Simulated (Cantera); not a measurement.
Charge: 1 mol Si, 0.52 mol Cl2, 1.8 mol H2, equilibrated at 1225 K and 8250 Torr.

Equilibrium computed with Cantera from the NASA thermochemical tables; the gas is ideal and each condensed phase is pure. Candidate condensed phases: Si; 19 gas species. The tables' values for SiCl3 are old estimates; treat these amounts as uncertain. The numbers say what is thermodynamically allowed, not how fast it happens.

Base state: H2 0.830, SiHCl3 0.0651, SiCl4 0.0642, HCl 0.0255, SiH2Cl2 0.00882, SiCl3 0.00394, SiCl2 0.00192, SiH3Cl 0.000329 (mole fractions); condensed: Si(s).

Task: What changes in the equilibrium state with this change: temperature from 1225 K to 673 K?

Result: 
| species | before | after |
|---|---|---|
| H2 | 0.830 | 0.847 |
| SiHCl3 | 0.0651 | 0.0813 |
| SiCl4 | 0.0642 | 0.0650 |
| HCl | 0.0255 | 8.56e-5 |
| SiCl2 | 0.00192 | 5.50e-9 |
| SiCl3 | 0.00394 | 8.75e-7 |
| SiH3Cl | 0.000329 | 0.000101 |
| SiH2Cl2 | 0.00882 | 0.00627 |
| Si(s), mol | 0.706 | 0.693 |

Task: What changes in the equilibrium state with this change: temperature from 1225 K to 700 K?

Result: 
| species | before | after |
|---|---|---|
| H2 | 0.830 | 0.847 |
| SiHCl3 | 0.0651 | 0.0806 |
| SiCl4 | 0.0642 | 0.0654 |
| HCl | 0.0255 | 0.000141 |
| SiCl2 | 0.00192 | 1.67e-8 |
| SiCl3 | 0.00394 | 1.82e-6 |
| SiH3Cl | 0.000329 | 0.000114 |
| SiH2Cl2 | 0.00882 | 0.00653 |
| Si(s), mol | 0.706 | 0.693 |
